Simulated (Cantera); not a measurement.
Input: 1 mol Al, 3 mol Cl2, 2.6 mol N2, at 0.00750 bar.

These are equilibrium values from Cantera (NASA tables, ideal gas, pure condensed phases), not measurements of a reactor. Candidate condensed phases: Al, AlCl3, AlN; 11 gas species. Rates play no part.

x: gas mole fraction; nothing condenses.

```json
[
 {"T (°C)": "200", "x N2": "0.564", "x Cl2": "0.325", "x Cl": "1.77e-10", "x AlCl3": "0.00372", "x Al2Cl6": "0.107", "x AlCl2": "<1e-12"},
 {"T (°C)": "300", "x N2": "0.551", "x Cl2": "0.318", "x Cl": "___", "x AlCl3": "___", "x Al2Cl6": "___", "x AlCl2": "<1e-12"},
 {"T (°C)": "400", "x N2": "0.520", "x Cl2": "0.300", "x Cl": "1.79e-6", "x AlCl3": "0.161", "x Al2Cl6": "0.0193", "x AlCl2": "<1e-12"},
 {"T (°C)": "500", "x N2": "0.511", "x Cl2": "0.295", "x Cl": "3.06e-5", "x AlCl3": "0.193", "x Al2Cl6": "0.00174", "x AlCl2": "<1e-12"},
 {"T (°C)": "600", "x N2": "0.510", "x Cl2": "0.294", "x Cl": "0.000277", "x AlCl3": "0.196", "x Al2Cl6": "0.000218", "x AlCl2": "<1e-12"},
 {"T (°C)": "700", "x N2": "0.509", "x Cl2": "0.293", "x Cl": "0.00160", "x AlCl3": "0.196", "x Al2Cl6": "4.20e-5", "x AlCl2": "4.89e-12"},
 {"T (°C)": "800", "x N2": "0.508", "x Cl2": "0.290", "x Cl": "___", "x AlCl3": "0.195", "x Al2Cl6": "___", "x AlCl2": "1.57e-10"},
 {"T (°C)": "900", "x N2": "0.504", "x Cl2": "0.280", "x Cl": "0.0216", "x AlCl3": "0.194", "x Al2Cl6": "3.73e-6", "x AlCl2": "2.78e-9"},
 {"T (°C)": "1000", "x N2": "0.495", "x Cl2": "0.257", "x Cl": "0.0568", "x AlCl3": "0.191", "x Al2Cl6": "1.47e-6", "x AlCl2": "3.18e-8"},
 {"T (°C)": "1100", "x N2": "0.478", "x Cl2": "0.215", "x Cl": "0.123", "x AlCl3": "0.184", "x Al2Cl6": "6.44e-7", "x AlCl2": "2.63e-7"},
 {"T (°C)": "1200", "x N2": "0.454", "x Cl2": "0.152", "x Cl": "0.219", "x AlCl3": "0.175", "x Al2Cl6": "3.05e-7", "x AlCl2": "1.74e-6"}
]
```

### Question
Fill in the missing entries.

### Answer

- 300, x Cl: 4.00e-8
- 300, x AlCl3: 0.0498
- 300, x Al2Cl6: 0.0811
- 800, x Cl: 0.00668
- 800, x Al2Cl6: 1.12e-5
